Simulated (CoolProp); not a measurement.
Vapour pressure (kPa) of R11: the reference equation beside estimates from Tc = 471.1 K, pc = 4408 kPa, ω = 0.189. Clausius-Clapeyron is anchored at 361.8 K with a constant enthalpy of vaporisation of 21.06 kJ/mol.

Values from CoolProp's reference Helmholtz-energy equation of state, Jacobsen 1992.

```tsv
T (K)	reference	Lee-Kesler	Clausius-Clapeyron	van der Waals	Redlich-Kwong	Peng-Robinson
286.9	70.21	69.20	103.1	417.0	105.3	70.80
297.6	104.0	103.0	141.6	512.2	151.9	104.4
308.3	149.4	148.5	190.2	621.0	212.5	149.5
319	208.8	208.3	250.6	744.2	289.3	208.4
329.7	284.8	284.8	324.2	882.5	384.6	283.9
340.4	380.2	380.9	412.8	1037	500.8	378.6
351.1	497.9	499.3	517.8	1207	640.1	495.7
361.8	640.9	643.0	640.9	1395	804.7	638.2
372.5	812.5	814.9	783.7	1600	996.8	809.4
383.2	1016	1018	947.5	1824	1218	1013
393.9	1254	1256	1134	2066	1472	1252
404.6	1532	1533	1344	2327	1759	1531
415.3	1851	1851	1579	2609	2081	1853
426	2217	2216	1840	2910	2441	2223
```

Absolute difference from the reference over all 14 rows, mean and median: Lee-Kesler 0.3 and 0.2 %, Clausius-Clapeyron 15.8 and 13.1 %, van der Waals 176.2 and 130.0 %, Redlich-Kwong 28.2 and 27.1 %, Peng-Robinson 0.3 and 0.3 %.
